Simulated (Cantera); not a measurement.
Input: 1 mol SiH₂Cl₂, 5 mol H₂, equilibrated at 1600 °C and 11.0 mbar.

Cantera equilibrium calculation (NASA polynomials, part measured and part estimated; ideal gas, pure solids and liquids). Candidate condensed phases: Si; 19 gas species. The tables' values for SiCl, SiCl₃ are old estimates; treat these amounts as uncertain. Gases not in the tables: Si₂H₆ and higher silanes. Equilibrium is a limit: real reactors are often held back by kinetics, nucleation or transport.

Base state: H₂ 0.781, HCl 0.140, SiCl₂ 0.0707, H 0.00544, Si 0.000802, SiCl 0.000762, Cl 0.000740, SiCl₃ 0.000437 (mole fractions); condensed: Si(l).

Q: What changes in the equilibrium state with this change: H₂ from 5 to 16 mol?

A: 
```tsv
species	before	after
H₂	0.781	0.900
HCl	0.140	0.0749
SiCl₂	0.0707	0.0174
SiCl₃	0.000437	5.36e-5
SiCl	0.000762	0.000379
Cl	0.000740	0.000368
Si(l), mol	0.488	0.660
```
